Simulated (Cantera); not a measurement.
A Cantera script and what it prints.

```python
import numpy as np
import cantera as ct

gas_names = """
    H HO2 H2 H2O H2O2 O OH O2 O3 Si SiH SiH2 SiH3 SiH4 SiO SiO2 Si2 Si3
""".split()
cond_names = """
    H2O(s) H2O(L) Si(cr) Si(L) SiO2(Lqz) SiO2(hqz) SiO2(L)
""".split()


# ... load() reads the species with a 1 bar reference pressure and builds the phases ...
atoms = {
    'SiH4': {'Si': 1, 'H': 4},
    'O2': {'O': 2},
}
top_T = {}  # K; cautious upper limits of use, not melting points


# ... equilibrate(T, P, feed) seeds the gas with the atoms and calls Mixture.equilibrate('TP', solver="vcs", rtol=1e-11, max_steps=5000) ...
results = []
T = 1825  # K
P = 10000  # Pa
for m in [0.11, 0.15, 0.21, 0.29, 0.4, 0.55, 0.75, 1, 1.4, 2, 2.7, 3.7]:
    feed = {'SiH4': 1, 'O2': m}  # mol
    mix = equilibrate(T, P, feed)
    results.append((T, P, feed, dict(zip(mix.species_names, mix.species_moles))))

top = {s: max(r[3][s] / sum(r[3][g] for g in gas_names) for r in results) for s in gas_names}
cols = sorted((s for s in top if top[s] > 0.001), key=lambda s: -top[s])[:8]
seen = [c for c in cond_names if any(r[3].get(c, 0) > 1e-12 for r in results)]
print("log10 of partial pressures in bar; condensed amounts in mol")
print(f"{'n(O2)':>10s}" + "".join(f"{s[:9]:>10s}" for s in cols + seen))
for T, P, feed, n in results:
    ng = sum(n[g] for g in gas_names)
    print(f"{feed['O2']:10.4g}" + "".join(f"{np.log10(max(n[s] / ng * P / 1e5, 1e-99)):10.3f}" for s in cols)
          + "".join(f"{n.get(c, 0):10.4g}" for c in seen))
```

Output:

```
log10 of partial pressures in bar; condensed amounts in mol
     n(O2)       H2O        H2        O2       SiO        OH         H     Si(L)   SiO2(L)
      0.11    -5.993    -1.046   -18.232    -2.004    -9.982    -3.879    0.7798         0
      0.15    -5.889    -1.061   -17.993    -1.885    -9.870    -3.887    0.6998         0
      0.21    -5.787    -1.083   -17.745    -1.761    -9.757    -3.898    0.5798         0
      0.29    -5.703    -1.111   -17.521    -1.649    -9.659    -3.912    0.4198         0
       0.4    -5.634    -1.147   -17.312    -1.544    -9.572    -3.930    0.1998         0
      0.55    -5.104    -1.162   -16.221    -1.508    -9.034    -3.937         0   0.09985
      0.75    -4.849    -1.098   -15.840    -1.699    -8.812    -3.905         0    0.4997
         1    -3.228    -1.006   -12.782    -3.228    -7.237    -3.859         0    0.9881
       1.4    -1.398    -1.223    -8.689    -5.274    -5.299    -3.967         0    0.9999
         2    -1.004    -3.326    -3.694    -7.772    -3.852    -5.019         0         1
       2.7    -1.132    -4.507    -1.588    -8.825    -3.390    -5.610         0         1
       3.7    -1.269    -4.769    -1.339    -8.949    -3.397    -5.741         0         1
```

These are equilibrium values from Cantera (NASA tables, ideal gas, pure condensed phases), not measurements of a reactor. The tables hold silica as quartz up to 1696 K and as liquid above; real silica turns to tridymite and cristobalite and melts near 1996 K. Gases not in the tables: Si(OH)4, Si2H6 and higher silanes.
